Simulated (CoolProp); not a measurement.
Vapour-liquid equilibrium of methanol (1) + isohexane (2) at 1.43 MPa; x and y are mole fractions of (1).

Computed with CoolProp (multi-fluid Helmholtz-energy mixture model, de Reuck 1993 and Lemmon 2006; pair parameters Bell 2016).

Task: Give the bubble temperature and the first vapour's composition at x = 0.5, 0.8, 0.95. Is there an azeotrope?

Result: x = 0.5: 142.0 °C, y = 0.571; x = 0.8: 142.9 °C, y = 0.720; x = 0.95: 148.0 °C, y = 0.900. y crosses x between x = 0.5 and 0.65: the model has an azeotrope there.

The pair parameters rest on a limited set of measurements; away from them the model extrapolates. With so large a gap from Raoult's law the liquid may split in two, which this calculation doesn't test in full.
